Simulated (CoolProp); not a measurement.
Computed with CoolProp (reference Helmholtz-energy equation of state, Lemmon 2006). It is a short technical equation, of lower accuracy than the large ones.

### Question
For hydrogen sulfide, give the phase and the cp (kJ/(kg K)), viscosity (µPa s) at 706.1 K and 32.5 kPa; 449.1 K and 9220 kPa.

### Answer
- 706.1 K and 32.5 kPa: gas; cp 1.20, viscosity 27.6
- 449.1 K and 9220 kPa: supercritical; cp 1.60, viscosity 20.2

Viscosity comes from a separate model (Quiñones-Cisneros 2012).
